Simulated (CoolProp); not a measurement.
Vapour-liquid equilibrium of n-heptane (1) + m-xylene (2) at 0.653 bar; x and y are mole fractions of (1).

Model: multi-fluid Helmholtz-energy mixture model, Span 2003 and Zhou 2012; pair parameters Bell 2016, in CoolProp.

```json
[
 {"x": "0.05", "bubble temperature, mixture model (°C)": "118.8", "bubble temperature, Raoult's law (°C)": "120.0", "y, mixture model": "0.168", "y, Raoult's law": "0.141"},
 {"x": "0.125", "bubble temperature, mixture model (°C)": "113.1", "bubble temperature, Raoult's law (°C)": "115.4", "y, mixture model": "0.349", "y, Raoult's law": "0.312"},
 {"x": "0.2", "bubble temperature, mixture model (°C)": "108.6", "bubble temperature, Raoult's law (°C)": "111.3", "y, mixture model": "0.478", "y, Raoult's law": "0.447"},
 {"x": "0.275", "bubble temperature, mixture model (°C)": "104.8", "bubble temperature, Raoult's law (°C)": "107.6", "y, mixture model": "0.575", "y, Raoult's law": "0.555"},
 {"x": "0.35", "bubble temperature, mixture model (°C)": "101.7", "bubble temperature, Raoult's law (°C)": "104.2", "y, mixture model": "0.651", "y, Raoult's law": "0.643"},
 {"x": "0.425", "bubble temperature, mixture model (°C)": "98.9", "bubble temperature, Raoult's law (°C)": "101.1", "y, mixture model": "0.713", "y, Raoult's law": "0.715"},
 {"x": "0.5", "bubble temperature, mixture model (°C)": "96.4", "bubble temperature, Raoult's law (°C)": "98.3", "y, mixture model": "0.766", "y, Raoult's law": "0.775"},
 {"x": "0.575", "bubble temperature, mixture model (°C)": "94.2", "bubble temperature, Raoult's law (°C)": "95.7", "y, mixture model": "0.811", "y, Raoult's law": "0.825"},
 {"x": "0.65", "bubble temperature, mixture model (°C)": "92.2", "bubble temperature, Raoult's law (°C)": "93.3", "y, mixture model": "0.851", "y, Raoult's law": "0.867"},
 {"x": "0.725", "bubble temperature, mixture model (°C)": "90.3", "bubble temperature, Raoult's law (°C)": "91.1", "y, mixture model": "0.888", "y, Raoult's law": "0.904"},
 {"x": "0.8", "bubble temperature, mixture model (°C)": "88.5", "bubble temperature, Raoult's law (°C)": "89.0", "y, mixture model": "0.921", "y, Raoult's law": "0.935"},
 {"x": "0.875", "bubble temperature, mixture model (°C)": "86.8", "bubble temperature, Raoult's law (°C)": "87.1", "y, mixture model": "0.952", "y, Raoult's law": "0.962"},
 {"x": "0.95", "bubble temperature, mixture model (°C)": "85.2", "bubble temperature, Raoult's law (°C)": "85.3", "y, mixture model": "0.982", "y, Raoult's law": "0.986"}
]
```

The largest gap from Raoult's law is -2.8 K in bubble temperature, at x = 0.275. No azeotrope shows between x = 0.05 and 0.95.

Pair parameters are fitted to limited data, so mixtures are less certain than the pure fluids.
